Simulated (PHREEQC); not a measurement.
Dissolve 0.73 mol Ni(NO3)2 and 0.00099 mol NaOH per kg of water at 25 °C. Closed to the air; pH follows from the charge balance.

Model: ion-association model, wateq4f.dat, run in PHREEQC.

Precipitation was switched off in this run.

Predict the pH, activity of water.

pH 6.91; activity of water 0.963.

Examples of supersaturated solids here: Ni(OH)2. Others may be too. Ionic strength above about 0.7 mol/kgw puts this run outside the model's range.
